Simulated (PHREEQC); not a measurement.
0.12 g of hydrous ferric oxide (600 m²/g; 0.2 weak and 0.005 strong sites per Fe, Dzombak-Morel constants, diffuse double layer) in 1 kg of water with 0.1 mol/kgw of an inert sodium salt and 0.051 mmol/kgw BaCl2 and 0.014 mmol/kgw Ag2SO4, at 25 °C; the pH is set by adding NaOH or the inert anion's acid. O2 is buffered at 0.21 atm. No CO2 enters from the air. Precipitation was switched off in this run.

The numbers come from PHREEQC with the ion-association model, wateq4f.dat.

```
pH   Ba sorbed (%)  S sorbed (%)  Ag sorbed (%)  surface charge σ (C/m²)
---  -------------  ------------  -------------  -----------------------
3              0.0          95.9            0.0                    0.328
3.5            0.0          95.6            0.0                    0.317
4              0.0          94.4            0.0                    0.291
5              0.0          81.7            0.3                    0.197
5.5            0.0          61.8            1.4                    0.148
6              0.0          33.2            4.5                    0.106
6.5            0.1          11.2           10.4                    0.072
7              0.3           2.5           17.0                    0.045
8              1.4           0.1           25.9                    0.004
8.5            3.1           0.0           33.7                   -0.013
9              7.0           0.0           49.4                   -0.032
```

Along this series the solution becomes supersaturated in solids that the run did not let form, among them Cerargyrite. The oxide is taken as insoluble; below pH 4 it would dissolve.
